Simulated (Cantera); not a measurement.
A perfectly stirred reactor is fed with NO : N2 = 1 : 0.13 (molar parts), at 90.0 Torr; it is held at 2198 K, and followed from long to short residence time.

Model: GRI-Mech 3.0 (53 species, 325 reactions), integrated in Cantera.

What does this change do: pressure from 90.0 Torr to 135 Torr?


| quantity | before | after |
|---|---|---|
| x(NO) at τ = 3.60 s | 0.0916 | 0.0805 |
| x(N2O) at τ = 3.60 s | 2.55e-6 | 2.22e-6 |
| x(O2) at τ = 3.60 s | 0.393 | 0.399 |
| x(NO2) at τ = 3.60 s | 5.53e-5 | 6.00e-5 |
| x(N2) at τ = 3.60 s | 0.510 | 0.516 |
| x(NO) at τ = 20.0 ms | 0.848 | 0.835 |
| x(N2O) at τ = 20.0 ms | 0.000288 | 0.000290 |
| x(O2) at τ = 20.0 ms | 0.0169 | 0.0236 |
| x(NO2) at τ = 20.0 ms | 0.000128 | 0.000177 |
| x(N2) at τ = 20.0 ms | 0.133 | 0.139 |

What does this change do: pressure from 90.0 Torr to 345 Torr?


```json
[
 {"quantity": "x(NO) at τ = 3.60 s", "before": "0.0916", "after": "0.0605"},
 {"quantity": "x(N2O) at τ = 3.60 s", "before": "2.55e-6", "after": "1.72e-6"},
 {"quantity": "x(O2) at τ = 3.60 s", "before": "0.393", "after": "0.410"},
 {"quantity": "x(NO2) at τ = 3.60 s", "before": "5.53e-5", "after": "7.31e-5"},
 {"quantity": "x(N2) at τ = 3.60 s", "before": "0.510", "after": "0.527"},
 {"quantity": "x(NO) at τ = 20.0 ms", "before": "0.848", "after": "0.785"},
 {"quantity": "x(N2O) at τ = 20.0 ms", "before": "0.000288", "after": "0.000275"},
 {"quantity": "x(O2) at τ = 20.0 ms", "before": "0.0169", "after": "0.0487"},
 {"quantity": "x(NO2) at τ = 20.0 ms", "before": "0.000128", "after": "0.000360"},
 {"quantity": "x(N2) at τ = 20.0 ms", "before": "0.133", "after": "0.164"}
]
```
